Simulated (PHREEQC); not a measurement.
Make-up at 13 °C: 0.0042 mol TMAH and 0.0094 mol CO2 per kg of water. Closed to the air; pH follows from the charge balance.

Computed with PHREEQC (ion-association model, phreeqc.dat).

Each row changes one thing in this solution. This is a speciation only: nothing precipitates in the calculation.

```json
[
 {"case": "as made", "pH": "6.31", "ionic strength (mol/kgw)": "0.00420"},
 {"case": "CO2 left out", "pH": "12.01", "ionic strength (mol/kgw)": "0.00420"},
 {"case": "temperature from 13 to 55 °C", "pH": "6.16", "ionic strength (mol/kgw)": "0.00420"},
 {"case": "TMAH from 0.0042 to 0.00084 mol/kgw", "pH": "___", "ionic strength (mol/kgw)": "0.000844"},
 {"case": "TMAH from 0.0042 to 0.0021 mol/kgw", "pH": "___", "ionic strength (mol/kgw)": "0.00210"},
 {"case": "temperature from 13 to 70 °C", "pH": "___", "ionic strength (mol/kgw)": "0.00420"},
 {"case": "diluted 5-fold with water", "pH": "6.33", "ionic strength (mol/kgw)": "0.000841"}
]
```

### Question
Complete the blanks.

### Answer

- TMAH from 0.0042 to 0.00084 mol/kgw, pH: 5.42
- TMAH from 0.0042 to 0.0021 mol/kgw, pH: 5.87
- temperature from 13 to 70 °C, pH: 6.18

(CH3)4N+ isn't in the database: it is added as a free cation with an ion size of 4 Å. At this temperature some constants are extrapolated from 25 °C, and those without enthalpy data are left unchanged.
